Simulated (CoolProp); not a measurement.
A single-stage vapour-compression cycle with R143a: evaporating at 241.15 K (dew point), condensing at 285.15 K (bubble point), superheat 8 K, subcooling 5 K, compressor efficiency 0.8, no pressure losses. Each further row changes one setting.

The numbers come from the reference Helmholtz-energy equation of state, Lemmon and Jacobsen 2000 in CoolProp.

```
case                              cooling COP  pressure ratio  discharge temperature (K)  refrigerating effect (kJ/kg)  volumetric capacity (kJ/m³)
--------------------------------  -----------  --------------  -------------------------  ----------------------------  ---------------------------
as stated                                3.66            4.47                      310.4                           166                         1430
evaporating temperature 246.15 K         4.31            3.66                      307.8                           170                         1770
condensing temperature 280.15 K          4.25            3.87                      304.1                           174                         1500
subcooling 10 K                          3.83            4.47                      310.4                           174                         1500
superheat 18 K                           3.67            4.47                      320.8                           176                         1440
compressor efficiency 0.7                3.20            4.47                      316.3                           166                         1430
```
